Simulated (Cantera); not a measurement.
Input: 1 mol MgSO₄, 0.056 mol CO₂, 9.4 mol H₂O, held at 752 °C and 0.690 bar.

Cantera equilibrium calculation (NASA polynomials, part measured and part estimated; ideal gas, pure solids and liquids). Mutual solubility and eutectic melting of coexisting phases are not modelled. The numbers say what is thermodynamically allowed, not how fast it happens.

| species | before | after |
|---|---|---|
| H₂O | 0.993 | 0.859 |
| SO₂ | 0.000759 | 0.0899 |
| O₂ | 0.000379 | 0.0450 |
| OH | 1.32e-7 | 3.93e-5 |
| SO₃ | 1.67e-5 | 0.00141 |
| CO₂ | 0.00592 | 0.00511 |
| MgO(s), mol | 0.00734 | 1.00 |
| MgSO₄(s), mol | 0.993 | 0 |
Gas species are given as mole fractions.

**Question.** Which change was made?
A) pressure from 0.690 bar to 34.0 Pa
B) pressure from 0.690 bar to 21.0 Pa
C) temperature from 752 °C to 1075 °C
D) 0.012 mol H₂S added

**Answer.** C, temperature from 752 °C to 1075 °C
